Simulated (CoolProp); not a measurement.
Values from CoolProp's reference Helmholtz-energy equation of state, Akasaka 2022.

### Question
Give the vapour pressure (MPa), liquid density (kg/m³), vapour density (kg/m³), enthalpy of vaporisation (kJ/kg) of saturated R1233zd(E) at -51.05, -40.25, 3.25 °C.

### Answer
```csv
T (°C),p (MPa),liquid density (kg/m³),vapour density (kg/m³),enthalpy of vaporisation (kJ/kg)
-51.05,0.00275,1430,0.195,225
-40.25,0.00573,1410,0.388,221
3.25,0.0558,1310,3.26,201
```
